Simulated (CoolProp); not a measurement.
R125 along the isotherm 444.7 K: fugacity coefficient from the reference equation and from simpler models built on Tc = 339.2 K, pc = 3.618 MPa, ω = 0.305; each cubic takes its own stable root.

Model: reference Helmholtz-energy equation of state, Lemmon 2005, in CoolProp.

| p (MPa) | phase | reference | Redlich-Kwong | Peng-Robinson |
|---|---|---|---|---|
| 2.78 | gas | 0.9059 | 0.8895 | 0.8952 |
| 5.57 | supercritical | 0.8218 | 0.7908 | 0.8068 |
| 8.35 | supercritical | 0.7498 | … | 0.7359 |
| 11.1 | supercritical | 0.6922 | 0.6454 | … |
| 13.9 | supercritical | … | … | 0.6424 |
| 16.7 | supercritical | 0.6172 | 0.5702 | 0.6140 |
| 19.5 | supercritical | 0.5960 | 0.5499 | 0.5944 |
| 22.3 | supercritical | 0.5822 | … | 0.5812 |
| 25 | supercritical | 0.5744 | 0.5297 | … |
| 27.8 | supercritical | 0.5707 | 0.5263 | 0.5688 |
| 30.6 | supercritical | 0.5707 | 0.5263 | 0.5677 |
| 33.4 | supercritical | … | 0.5290 | … |
| 36.2 | supercritical | 0.5795 | 0.5342 | 0.5729 |

Problem. Complete the blanks.

Solution. 
- 8.35, Redlich-Kwong: 0.7079
- 11.1, Peng-Robinson: 0.6823
- 13.9, reference: 0.6484
- 13.9, Redlich-Kwong: 0.6006
- 22.3, Redlich-Kwong: 0.5370
- 25, Peng-Robinson: 0.5732
- 33.4, reference: 0.5738
- 33.4, Peng-Robinson: 0.5692
